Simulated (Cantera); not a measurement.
Input: 1 mol SiHCl3, 16 mol N2, at 848 K and 30000 Pa.

Equilibrium computed with Cantera from the NASA thermochemical tables; the gas is ideal and each condensed phase is pure. Candidate condensed phases: NH4Cl, Si, Si3N4; 28 gas species. N2 is the only nitrogen source here; it is nearly inert below about 1500 K, so the nitride shown seldom forms there in practice. Equilibrium is a limit: real reactors are often held back by kinetics, nucleation or transport.

Base state: N2 0.916, HCl 0.0440, SiCl4 0.0327, H2 0.00715 (mole fractions); condensed: Si3N4(s).

### Question
What changes in the equilibrium state with this change: N2 from 16 to 37 mol?

### Answer
| species | before | after |
|---|---|---|
| N2 | 0.916 | 0.962 |
| HCl | 0.0440 | 0.0213 |
| SiCl4 | 0.0327 | 0.0143 |
| H2 | 0.00715 | 0.00248 |
| Si3N4(s), mol | 0.146 | 0.151 |

### Question
What changes in the equilibrium state with this change: temperature from 848 K to 1750 K?

### Answer
| species | before | after |
|---|---|---|
| N2 | 0.916 | 0.895 |
| SiCl2 | <1e-9 | 0.0451 |
| HCl | 0.0440 | 0.0424 |
| SiCl4 | 0.0327 | 0.00259 |
| Cl | <1e-9 | 0.000170 |
| H | <1e-9 | 3.48e-5 |
| SiCl3 | 3.21e-7 | 0.00810 |
| SiHCl3 | 8.62e-6 | 9.04e-5 |
| Si3N4(s), mol | 0.146 | 0 |
The tables' values for SiCl3 are old estimates; treat these amounts as uncertain.
